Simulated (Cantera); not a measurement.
Input: 1 mol Si, 7.5 mol Cl2, 0.71 mol N2, equilibrated at 13.3 mbar.

Method: chemical equilibrium by Gibbs-energy minimisation in Cantera with the NASA 1993 tables (ideal gas, pure condensed phases). Candidate condensed phases: Si, Si3N4; 13 gas species. The tables' values for SiCl3 are old estimates; treat these amounts as uncertain. The numbers say what is thermodynamically allowed, not how fast it happens. All values below are at 1500 K.

Base state: Cl2 0.460, Cl 0.343, SiCl4 0.115, N2 0.0816, SiCl3 4.50e-5 (mole fractions); condensed: gas only.

Question: What changes in the equilibrium state with this change: pressure from 13.3 mbar to 0.100 bar?

Answer: 
```csv
species,before,after
Cl2,0.460,0.633
Cl,0.343,0.147
SiCl4,0.115,0.128
N2,0.0816,0.0912
SiCl3,4.50e-5,1.57e-5
```
